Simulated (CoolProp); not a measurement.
A Linde-Hampson liquefier for ethane: isothermal reversible compression at 320 K from 1 atm to 10 MPa, throttling to 1 atm, return gas leaving the recuperator 0 K below the feed. Each further row changes one setting.

Values from CoolProp's reference Helmholtz-energy equation of state, Bücker 2006.

| case | liquid yield per pass | compression work (kJ/kg of gas) |
|---|---|---|
| as stated | (withheld) | 338 |
| high pressure 20 MPa | (withheld) | (withheld) |
| warm-end temperature 350 K | (withheld) | (withheld) |
| warm-end gap 5 K | (withheld) | 338 |

### Question
Some entries are withheld; supply them.

### Answer

- as stated, liquid yield per pass: 0.433
- high pressure 20 MPa, liquid yield per pass: 0.465
- high pressure 20 MPa, compression work (kJ/kg of gas): 366
- warm-end temperature 350 K, liquid yield per pass: 0.288
- warm-end temperature 350 K, compression work (kJ/kg of gas): 395
- warm-end gap 5 K, liquid yield per pass: 0.426
